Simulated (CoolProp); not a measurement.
Vapour-liquid equilibrium of dimethyl ether (1) + n-butane (2) at 1460 kPa; x and y are mole fractions of (1).

Values from CoolProp's multi-fluid Helmholtz-energy mixture model, Wu 2011 and Bücker 2006; pair parameters Bell 2016.

```csv
x,bubble temperature (K),y at the bubble point,dew temperature at overall composition x (K),liquid density (mol/L)
0.05,[?],0.100,368.9,8.315
0.125,361.6,0.230,365.9,8.623
0.2,357.1,0.340,362.9,8.928
0.275,353.1,0.433,359.8,9.233
0.35,349.8,0.513,[?],9.542
0.425,346.8,0.583,353.5,9.861
0.5,344.3,0.646,350.3,10.19
0.575,342.1,0.703,347.2,10.54
0.65,340.1,0.756,344.1,10.90
0.725,338.4,[?],341.2,11.30
0.8,336.8,0.858,338.6,11.71
0.875,335.4,0.909,336.3,12.16
0.95,334.2,0.962,334.5,12.65
```

Q: What belongs in the gaps?

A: 
- 0.05, bubble temperature (K): 366.9
- 0.35, dew temperature at overall composition x (K): 356.6
- 0.725, y at the bubble point: 0.807

No azeotrope shows between x = 0.05 and 0.95.

Pair parameters are fitted to limited data, so mixtures are less certain than the pure fluids.
